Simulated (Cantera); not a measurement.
An isothermal, constant-pressure homogeneous reactor starts with 11.4 % CH4, 88.6 % CO2, at 1525 K and 0.454 atm.

Detailed kinetics in Cantera: GRI-Mech 3.0 (53 species, 325 reactions).

x: mole fraction; the columns are a selection and need not sum to one.

```json
[
 {"t (s)": "0.000300", "x CH4": "0.114", "x CO2": "0.886", "x O": "<1e-12", "x CH3": "2.74e-5", "x CO": "1.23e-6", "x HCO": "<1e-12", "x H2O": "1.22e-6"},
 {"t (s)": "0.000560", "x CH4": "0.114", "x CO2": "0.886", "x O": "<1e-12", "x CH3": "4.76e-5", "x CO": "2.43e-6", "x HCO": "1.11e-12", "x H2O": "2.38e-6"},
 {"t (s)": "0.00104", "x CH4": "0.114", "x CO2": "0.886", "x O": "<1e-12", "x CH3": "7.41e-5", "x CO": "5.12e-6", "x HCO": "8.17e-12", "x H2O": "4.88e-6"},
 {"t (s)": "0.00195", "x CH4": "0.113", "x CO2": "0.886", "x O": "<1e-12", "x CH3": "0.000102", "x CO": "1.18e-5", "x HCO": "4.30e-11", "x H2O": "1.08e-5"},
 {"t (s)": "0.00364", "x CH4": "0.113", "x CO2": "0.886", "x O": "<1e-12", "x CH3": "0.000136", "x CO": "3.00e-5", "x HCO": "1.77e-10", "x H2O": "2.61e-5"},
 {"t (s)": "0.00679", "x CH4": "0.113", "x CO2": "0.886", "x O": "1.03e-12", "x CH3": "0.000179", "x CO": "8.73e-5", "x HCO": "5.80e-10", "x H2O": "7.18e-5"},
 {"t (s)": "0.0127", "x CH4": "0.111", "x CO2": "0.885", "x O": "1.95e-12", "x CH3": "0.000222", "x CO": "0.000289", "x HCO": "[?]", "x H2O": "0.000230"},
 {"t (s)": "0.0237", "x CH4": "0.108", "x CO2": "0.883", "x O": "3.75e-12", "x CH3": "0.000243", "x CO": "0.00100", "x HCO": "1.95e-9", "x H2O": "0.000818"},
 {"t (s)": "0.0442", "x CH4": "0.103", "x CO2": "0.877", "x O": "5.66e-12", "x CH3": "0.000226", "x CO": "0.00326", "x HCO": "2.01e-9", "x H2O": "0.00279"},
 {"t (s)": "0.0824", "x CH4": "0.0940", "x CO2": "0.864", "x O": "6.93e-12", "x CH3": "0.000195", "x CO": "0.00928", "x HCO": "1.86e-9", "x H2O": "0.00832"},
 {"t (s)": "0.154", "x CH4": "0.0815", "x CO2": "0.839", "x O": "8.03e-12", "x CH3": "0.000169", "x CO": "0.0232", "x HCO": "1.78e-9", "x H2O": "0.0213"},
 {"t (s)": "0.287", "x CH4": "0.0641", "x CO2": "0.799", "x O": "9.38e-12", "x CH3": "0.000144", "x CO": "0.0498", "x HCO": "1.82e-9", "x H2O": "0.0460"},
 {"t (s)": "0.536", "x CH4": "0.0419", "x CO2": "0.741", "x O": "1.09e-11", "x CH3": "0.000114", "x CO": "0.0901", "x HCO": "[?]", "x H2O": "0.0813"},
 {"t (s)": "1.00", "x CH4": "0.0207", "x CO2": "0.678", "x O": "1.24e-11", "x CH3": "7.35e-5", "x CO": "0.137", "x HCO": "[?]", "x H2O": "0.115"}
]
```

Question: Some entries are withheld; supply them.

Answer: 
- 0.0127, x HCO: 1.33e-9
- 0.536, x HCO: 1.98e-9
- 1.00, x HCO: 2.16e-9
